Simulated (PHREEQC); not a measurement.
Solution (20 °C and 100 atm): 0.0059 mol/kgw HF, 0.027 mol/kgw NH4HF2, 0.0084 mol/kgw H2SiF6 and 0.022 mol/kgw H2SO4. Closed to the air; pH follows from the charge balance.

Equilibrium calculation in PHREEQC: ion-association model, phreeqc.dat.

Each row changes one thing in this solution. This is a speciation only: nothing precipitates in the calculation.

```csv
case,pH,ionic strength (mol/kgw),HF (mol/kgw),SO4-2 (mol/kgw),HSO4- (mol/kgw),F- (mol/kgw),SI of Quartz (SiO2)
as made,1.65,0.0715,0.0564,0.0107,0.00991,0.00248,-5.83
H2SO4 from 0.022 to 0.11 mol/kgw,0.99,0.186,…,0.0252,0.0825,0.000645,-4.84
diluted 5-fold with water,2.19,0.0173,0.0104,0.00317,0.00110,0.00144,-3.04
temperature from 20 to 35 °C,1.68,0.0685,0.0569,0.00942,0.0114,0.00205,-4.84
NH4HF2 left out,1.40,0.0634,0.00665,0.00823,0.0138,0.000164,+0.24
NH4HF2 from 0.027 to 0.054 mol/kgw,…,0.0856,0.0986,0.0131,0.00570,…,-7.94
```

### Question
Complete the blanks.

### Answer

- H2SO4 from 0.022 to 0.11 mol/kgw, HF (mol/kgw): 0.0590
- NH4HF2 from 0.027 to 0.054 mol/kgw, pH: 1.96
- NH4HF2 from 0.027 to 0.054 mol/kgw, F- (mol/kgw): 0.00903

Some of these states are supersaturated (in Quartz (slow to form), for instance). Under pressure, the constants of complexes without a molar volume in the database are unreliable. SiF6-2 is the database's only silicon fluoride.
